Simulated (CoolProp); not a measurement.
Properties of ethanol at several states (Tc = 514.7 K, pc = 6268 kPa, ω = 0.644).

Computed with CoolProp (reference Helmholtz-energy equation of state, Schroeder 2014).

```json
[
 {"T (K)": "500", "p (kPa)": "1750", "phase": "gas", "isothermal compressibility (1/MPa)": "[?]", "expansivity (1/kK)": "[?]", "Prandtl number": "0.900"},
 {"T (K)": "324.3", "p (kPa)": "11.6", "phase": "gas", "isothermal compressibility (1/MPa)": "86.68", "expansivity (1/kK)": "3.167", "Prandtl number": "0.823"},
 {"T (K)": "442.1", "p (kPa)": "264", "phase": "gas", "isothermal compressibility (1/MPa)": "3.896", "expansivity (1/kK)": "[?]", "Prandtl number": "[?]"},
 {"T (K)": "576.3", "p (kPa)": "613", "phase": "gas", "isothermal compressibility (1/MPa)": "1.660", "expansivity (1/kK)": "1.882", "Prandtl number": "0.818"}
]
```

**Question.** Fill in the missing entries.

**Answer.** 
- 500, isothermal compressibility (1/MPa): 0.6467
- 500, expansivity (1/kK): 3.305
- 442.1, expansivity (1/kK): 2.581
- 442.1, Prandtl number: 0.838

Viscosity comes from a separate model (Kiselev 2005). Thermal conductivity comes from a separate model (Assael 2013).
